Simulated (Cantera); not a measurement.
A jet of CH₄ : O₂ : N₂ = 0.039 : 0.2 : 0.79 (molar parts), equivalence ratio 0.39 at 300 K and 37.5 Torr hits a platinum plate 3.7 cm away at a mass flux of 0.048 kg/m²/s; the plate temperature is set and raised in steps from an oxygen-covered start.

Computed with Cantera and Deutschmann's 1995 Pt surface mechanism with GRI-Mech 3.0 gas chemistry. Catalytic surfaces can have several steady states; this one follows from the mechanism file's or the stated starting coverage.

One state of this run: wall x CH₄ = 0.0202; wall x O₂ = 0.156; wall x H₂O = 0.0331; wall x OH = 3.20e-7; wall x CO = 1.46e-5; wall x CO₂ = 0.0216; θ free Pt = 0.346; θ O* = 0.653. x: mole fraction at the wall; θ: surface coverage.

Which value of plate T (K) does it belong to?
(A) 1050
(B) 950
(C) 1000
(D) 850

C, 1000
